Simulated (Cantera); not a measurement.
Charge: 1 mol AlN, 0.77 mol H2O, 73 mol N2, at 2148 K and 0.720 bar.

These are equilibrium values from Cantera (NASA tables, ideal gas, pure condensed phases), not measurements of a reactor. Candidate condensed phases: Al, AlN, Al2O3, H2O; 35 gas species. Mutual solubility and eutectic melting of coexisting phases are not modelled. Condensed phases not in the tables: aluminium oxynitride. Equilibrium is a limit: real reactors are often held back by kinetics, nucleation or transport.

Base state: N2 0.989, H2 0.0101, H 0.000494, Al 0.000459, Al2O 0.000370 (mole fractions); condensed: AlN(s) + Al2O3(s).

Problem. What changes in the equilibrium state with this change: AlN replaced by Si3N4?

Solution. 
```json
[
 {"species": "N2", "before": "0.989", "after": "0.979"},
 {"species": "SiO", "before": "0", "after": "0.0101"},
 {"species": "H2", "before": "0.0101", "after": "0.00980"},
 {"species": "Al", "before": "0.000459", "after": "0"},
 {"species": "Al2O", "before": "0.000370", "after": "0"},
 {"species": "Si", "before": "0", "after": "0.000305"},
 {"species": "Si2N", "before": "0", "after": "5.54e-5"},
 {"species": "SiN", "before": "0", "after": "4.81e-5"},
 {"species": "SiH", "before": "0", "after": "1.26e-5"},
 {"species": "AlN(s), mol", "before": "0.415", "after": "0"},
 {"species": "Al2O3(s), mol", "before": "0.247", "after": "0"},
 {"species": "Si(l), mol", "before": "0", "after": "2.19"}
]
```
The tables' values for SiN are old estimates; treat these amounts as uncertain. Further candidate phases: Si, SiO2, Si2N2O, Si3N4.

Problem. What changes in the equilibrium state with this change: H2O from 0.77 to 11 mol?

Solution. 
```json
[
 {"species": "N2", "before": "0.989", "after": "0.869"},
 {"species": "H2O", "before": "2.02e-6", "after": "0.112"},
 {"species": "H2", "before": "0.0101", "after": "0.0179"},
 {"species": "Al", "before": "0.000459", "after": "<1e-9"},
 {"species": "Al2O", "before": "0.000370", "after": "<1e-9"},
 {"species": "OH", "before": "1.27e-8", "after": "0.000527"},
 {"species": "O2", "before": "<1e-9", "after": "3.60e-5"},
 {"species": "NO", "before": "5.26e-9", "after": "0.000154"},
 {"species": "O", "before": "<1e-9", "after": "1.36e-5"},
 {"species": "AlN(s), mol", "before": "0.415", "after": "0"},
 {"species": "Al2O3(s), mol", "before": "0.247", "after": "0.500"}
]
```
Gases not in the tables: Al(OH)3.
